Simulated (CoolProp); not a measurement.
A single-stage vapour-compression cycle with dimethyl ether: evaporating at 216.15 K (dew point), condensing at 272.15 K (bubble point), superheat 10 K, subcooling 8 K, compressor efficiency 0.75, no pressure losses. Each further row changes one setting.

Model: reference Helmholtz-energy equation of state, Wu 2011, in CoolProp.

| case | cooling COP | pressure ratio | discharge temperature (K) | refrigerating effect (kJ/kg) | volumetric capacity (kJ/m³) |
|---|---|---|---|---|---|
| as stated | 2.45 | 13.2 | 347.4 | 406 | 196 |
| evaporating temperature 221.15 K | 2.81 | [?] | 339.1 | 412 | 261 |
| condensing temperature 267.15 K | [?] | 11.0 | [?] | 417 | 201 |
| subcooling 13 K | 2.52 | 13.2 | 347.4 | 417 | 201 |
| superheat 20 K | [?] | 13.2 | [?] | [?] | 193 |
| compressor efficiency 0.65 | 2.13 | 13.2 | 362.9 | 406 | 196 |

What belongs in the gaps?


- evaporating temperature 221.15 K, pressure ratio: 9.86
- condensing temperature 267.15 K, cooling COP: 2.74
- condensing temperature 267.15 K, discharge temperature (K): 338.5
- superheat 20 K, cooling COP: 2.43
- superheat 20 K, discharge temperature (K): 359.5
- superheat 20 K, refrigerating effect (kJ/kg): 419
